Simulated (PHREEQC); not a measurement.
Make-up at 90 °C: 0.0022 mol KHCO3, 5.4e-05 mol NaF and 0.00023 mol NaCl per kg of water. Closed to the air; pH follows from the charge balance.

Model: ion-association model, phreeqc.dat, run in PHREEQC.

### Question
The ionic strength comes out as 0.00250 mol/kgw. What activity coefficients do CO3-2, F-, Cl-, Na+, K+ get?

### Answer
CO3-2 0.78, F- 0.94, Cl- 0.94, Na+ 0.94, K+ 0.94.

This is a speciation only: nothing precipitates in the calculation. Complexes and solids missing from the database can't appear. At this temperature some constants are extrapolated from 25 °C, and those without enthalpy data are left unchanged.
